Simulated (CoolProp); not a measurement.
Vapour-liquid equilibrium of CH2F2 (R32) (1) + R123 (2) at 0.0824 MPa; x and y are mole fractions of (1).

Computed with CoolProp (multi-fluid Helmholtz-energy mixture model, Tillner-Roth 1997 and Younglove 1994; pair parameters Bell 2016).

**Question.** Give the bubble temperature and the first vapour's composition at x = 0.5, 0.8, 0.95. Is there an azeotrope?

**Answer.** x = 0.5: 226.2 K, y = 0.983; x = 0.8: 220.9 K, y = 0.993; x = 0.95: 218.4 K, y = 0.998. No azeotrope shows between x = 0.05 and 0.95.

Pair parameters are fitted to limited data, so mixtures are less certain than the pure fluids.
